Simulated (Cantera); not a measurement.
Input: 1 mol HgO, 1 mol H2, 7.7 mol N2, held at 600 K and 190000 Pa.

These are equilibrium values from Cantera (NASA tables, ideal gas, pure condensed phases), not measurements of a reactor. Candidate condensed phases: H2O, Hg, HgO; 25 gas species. Kinetics and transport are ignored.

### Question
What is the equilibrium state?

### Answer
- x(N2) = 0.794
- x(H2O) = 0.103
- x(Hg) = 0.103
- gas amount = 9.700 mol
- log10 activity of Hg(l) (absent) = -0.46
